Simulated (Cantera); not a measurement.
A Cantera script and its output.

```python
import numpy as np
import cantera as ct

gas = ct.Solution("gri30.yaml")
gas.TPX = 2150, 1900000, {'CH4': 1, 'CO2': 3.7, 'H2': 0.36}
reactor = ct.IdealGasConstPressureReactor(gas, energy="off", clone=False)
net = ct.ReactorNet([reactor])
net.rtol, net.atol = 1e-08, 1e-18
show = ['CH4', 'CO2', 'H2', 'C2H2', 'H', 'CH2O', 'CH2CO']
times = np.geomspace(5e-06, 8, 11)

steps = ct.SolutionArray(gas, extra=["t"])
rows = []
print(f"{'t/s':>10s}{'T/K':>9s}{'P/Pa':>11s}" + "".join(f"{s:>11s}" for s in show))
for t in times:
    while net.time < t:
        t_next = net.step()
        steps.append(gas.state, t=t_next)
    rows.append([np.interp(t, steps.t, y) for y in (steps.T, steps.P, *steps(*show).X.T)])
    print(f"{t:10.3e}{rows[-1][0]:9.1f}{rows[-1][1]:11.4g}" + "".join(f"{x:11.3e}" for x in rows[-1][2:]))
rate = np.gradient(steps.T, steps.t)
print("integrator steps:", len(steps.t))
if steps.T.max() > steps.T[0] + 200:
    print(f"time of steepest temperature rise: {steps.t[rate.argmax()]:.4e} s")
gas.TPX = 2150, 1900000, {'CH4': 1, 'CO2': 3.7, 'H2': 0.36}
gas.equilibrate("TP")
print(f"equilibrium (TP): T = {gas.T:.1f} K  " + "  ".join(f"{s} {gas[s].X[0]:.3e}" for s in show))
```

It prints:

```
       t/s      T/K       P/Pa        CH4        CO2         H2       C2H2          H       CH2O      CH2CO
 5.000e-06   2150.0    1.9e+06  1.213e-01  6.574e-01  1.197e-01  1.772e-02  2.801e-04  2.135e-04  2.393e-05
 2.086e-05   2150.0    1.9e+06  4.923e-02  4.985e-01  1.208e-01  5.164e-02  2.948e-04  1.282e-04  1.208e-04
 8.706e-05   2150.0    1.9e+06  8.648e-03  3.069e-01  6.601e-02  5.219e-02  2.583e-04  7.899e-05  2.259e-04
 3.633e-04   2150.0    1.9e+06  4.338e-03  2.114e-01  9.623e-02  1.680e-02  3.082e-04  1.990e-05  6.610e-05
 1.516e-03   2150.0    1.9e+06  2.871e-04  1.708e-01  1.208e-01  2.701e-04  3.327e-04  1.162e-06  1.463e-06
 6.325e-03   2150.0    1.9e+06  2.755e-08  1.698e-01  1.215e-01  2.971e-11  3.398e-04  4.614e-07  8.010e-11
 2.639e-02   2150.0    1.9e+06  2.754e-08  1.698e-01  1.215e-01  2.850e-11  3.398e-04  4.614e-07  8.009e-11
 1.101e-01   2150.0    1.9e+06  2.754e-08  1.698e-01  1.215e-01  2.850e-11  3.398e-04  4.614e-07  8.009e-11
 4.595e-01   2150.0    1.9e+06  2.754e-08  1.698e-01  1.215e-01  2.850e-11  3.398e-04  4.614e-07  8.009e-11
 1.917e+00   2150.0    1.9e+06  2.754e-08  1.698e-01  1.215e-01  2.850e-11  3.398e-04  4.614e-07  8.009e-11
 8.000e+00   2150.0    1.9e+06  2.754e-08  1.698e-01  1.215e-01  2.850e-11  3.398e-04  4.614e-07  8.009e-11
integrator steps: 1855
equilibrium (TP): T = 2150.0 K  CH4 2.941e-08  CO2 1.698e-01  H2 1.215e-01  C2H2 3.027e-11  H 3.398e-04  CH2O 4.614e-07  CH2CO 8.504e-11
```

Cantera simulation using GRI-Mech 3.0 (53 species, 325 reactions); the numbers are that mechanism's predictions, not measurements. The pressure lies above the range GRI-Mech 3.0 was tuned for (to about 10 atm).
